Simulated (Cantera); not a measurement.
Input: 1 mol SiH4, 0.96 mol C2H2, 940 mol H2, 0.052 mol C3H8, equilibrated at 1000 Pa.

These are equilibrium values from Cantera (NASA tables, ideal gas, pure condensed phases), not measurements of a reactor. Candidate condensed phases: C, C6H6, C7H8, C8H18, Si, SiC; 87 gas species. The numbers say what is thermodynamically allowed, not how fast it happens.

Problem. At 2000 K, list the 5 most abundant gas species with their mole fractions, and the condensed phases.

Solution. H2 0.983, H 0.0161, C2H2 (acetylene) 0.000697, Si 0.000249, SiH 1.67e-5. Condensed: SiC(s).
